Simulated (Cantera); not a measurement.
# Pyrogenic steam for wet oxidation

A perfectly stirred reactor is fed with H2 : O2 : N2 = 1.5 : 1 : 18 (molar parts), equivalence ratio 0.75, at 0.620 bar; it is held at 1225 K, and followed from long to short residence time.

Cantera simulation using GRI-Mech 3.0 (53 species, 325 reactions); the numbers are that mechanism's predictions, not measurements. The temperature is held fixed by assumption; the heat of reaction is taken as removed at once.

```tsv
τ (s)	x H2	x O2	x O	x H2O2	x H	x N2O	x H2O
0.58	0.000168	0.0127	2.66e-5	2.85e-7	1.77e-5	2.72e-7	0.0757
0.29	0.000264	0.0127	4.27e-5	3.79e-7	3.51e-5	2.28e-7	0.0756
0.15	0.000403	0.0128	6.67e-5	4.85e-7	6.71e-5	1.91e-7	0.0754
0.073	0.000636	0.0129	0.000108	6.14e-7	0.000135	1.56e-7	0.0751
0.037	0.000968	0.0130	0.000168	7.38e-7	0.000260	1.28e-7	0.0746
0.018	0.00150	0.0133	0.000266	8.59e-7	0.000512	1.04e-7	0.0739
0.0091	0.00223	0.0136	0.000407	9.50e-7	0.000952	8.50e-8	0.0728
0.0046	0.00328	0.0142	0.000612	1.01e-6	0.00172	7.03e-8	0.0712
0.0023	0.00475	0.0151	0.000909	1.04e-6	0.00302	5.84e-8	0.0689
0.0011	0.00691	0.0164	0.00135	1.04e-6	0.00519	4.86e-8	0.0653
```
x: mole fraction; the columns are a selection and need not sum to one.
